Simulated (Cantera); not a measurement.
A closed system holds: 1 mol C₃H₈, 0.069 mol H₂O, 0.5 mol N₂, equilibrated at 38.0 bar.

Equilibrium computed with Cantera from the NASA thermochemical tables; the gas is ideal and each condensed phase is pure. Candidate condensed phases: C, C₆H₆, C₇H₈, C₈H₁₈, H₂O; 136 gas species. The ideal-gas law is rough above about 30 bar. The numbers say what is thermodynamically allowed, not how fast it happens.

Task: What share of the C ends up in condensed phases as a function of T (°C), at 477, 577, 677, 777, 877, 977, 1077, 1177, 1277?

Result: 
```
T (°C)  C condensed (%)           as
------  ---------------  -----------
477                36.8  C(graphite)
577                41.0  C(graphite)
677                47.4  C(graphite)
777                55.9  C(graphite)
877                65.3  C(graphite)
977                74.2  C(graphite)
1077               81.4  C(graphite)
1177               86.6  C(graphite)
1277               90.1  C(graphite)
```
